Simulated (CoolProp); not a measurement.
Ethylene along the isobar 26.8 MPa: density (kg/m³) from the reference equation and from simpler models built on Tc = 282.4 K, pc = 5.042 MPa, ω = 0.087; each cubic takes its own stable root.

Computed with CoolProp (reference Helmholtz-energy equation of state, Smukala 2000).

| T (K) | phase | reference |
|---|---|---|
| 140.6 | liquid | 624.2 |
| 169.6 | liquid | 590.5 |
| 198.6 | liquid | 556.1 |
| 227.5 | liquid | 520.5 |
| 256.5 | liquid | 483.1 |
| 285.5 | supercritical | 443.3 |
| 314.4 | supercritical | 401.4 |
| 343.4 | supercritical | 358.0 |
| 372.4 | supercritical | 315.7 |

Question: How far does each simpler model (van der Waals, Soave-Redlich-Kwong) lie from the reference over these 9 states: mean and median of the absolute difference, and the worst?

Answer: 
- van der Waals: mean 25.3 %, median 27.1 %, worst -33.2 % at 140.6 K and 26.8 MPa
- Soave-Redlich-Kwong: mean 3.8 %, median 3.5 %, worst -6.1 % at 372.4 K and 26.8 MPa
